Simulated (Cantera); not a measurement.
An isothermal, constant-pressure homogeneous reactor starts with 3.85 % C3H8, 96.2 % H2, at 1725 K and 50.0 Pa.

Model: GRI-Mech 3.0 (53 species, 325 reactions), integrated in Cantera. GRI-Mech 3.0 was tuned for natural gas; its chemistry of propane as a main component is partial and can be far from experiment. GRI-Mech 3.0 stops at C3 and has no aromatics, soot or wall deposition, so with more carbon than oxygen in the feed, carbon stays in small species such as C2H2 where larger ones or solid carbon would form. Radical loss at walls, strong at low pressure, is not modelled.

x: mole fraction; the columns are a selection and need not sum to one.

```csv
t (s),x C3H8,x H2,x CH3,x CH4,x C2H,x C2H6,x C2H4
0.000100,0.0375,0.961,0.000879,3.65e-5,<1e-12,1.41e-5,8.00e-5
0.000406,0.0342,0.957,0.00367,0.000590,3.37e-12,0.000175,0.00130
0.00165,0.0182,0.936,0.0158,0.0105,4.52e-9,0.000786,0.0122
0.00669,(withheld),0.907,(withheld),0.0419,(withheld),(withheld),(withheld)
0.0272,2.30e-9,0.914,0.00616,0.0439,1.09e-6,1.09e-5,0.00398
0.110,9.80e-10,0.919,0.00395,0.0411,9.24e-7,7.08e-6,0.000565
0.448,2.80e-10,0.925,0.00223,0.0348,6.92e-7,3.57e-6,0.000263
1.82,5.89e-11,0.931,0.00120,0.0257,5.73e-7,1.41e-6,0.000110
7.39,8.84e-12,0.938,0.000651,0.0130,7.08e-7,3.91e-7,3.18e-5
30.0,<1e-12,0.943,(withheld),(withheld),(withheld),(withheld),(withheld)
```

Task: What belongs in the gaps?

Result: 
- 0.00669, x C3H8: 3.94e-5
- 0.00669, x CH3: 0.0115
- 0.00669, x C2H: 7.74e-7
- 0.00669, x C2H6: 6.44e-5
- 0.00669, x C2H4: 0.0172
- 30.0, x CH3: 0.000211
- 30.0, x CH4: 0.00274
- 30.0, x C2H: 1.20e-6
- 30.0, x C2H6: 2.61e-8
- 30.0, x C2H4: 3.64e-6
